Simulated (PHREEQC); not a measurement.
0.49 g of hydrous ferric oxide (600 m²/g; 0.2 weak and 0.005 strong sites per Fe, Dzombak-Morel constants, diffuse double layer) in 1 kg of water with 0.005 mol/kgw of an inert sodium salt and 0.00027 mol CaCl2, at 25 °C; the pH is set by adding NaOH or the inert anion's acid. O2 is buffered at 0.21 atm. The system is closed to CO2. Nothing may precipitate in this run.

Base run: PHREEQC, ion-association model, wateq4f.dat. Each further column changes one thing. The table gives surface charge σ (C/m²).

```tsv
pH	base	background salt from 0.005 to 0.0005 mol/kgw	oxide from 0.49 to 2.5 g/kgw
4	0.192	0.131	0.201
5	0.096	0.057	0.099
6.5	0.024	0.012	0.024
7.5	0.007	0.003	0.007
8.5	-0.002	-0.001	-0.003
9.5	-0.009	-0.004	-0.016
11	-0.048	-0.031	-0.077
12	-0.130	-0.121	-0.203
```
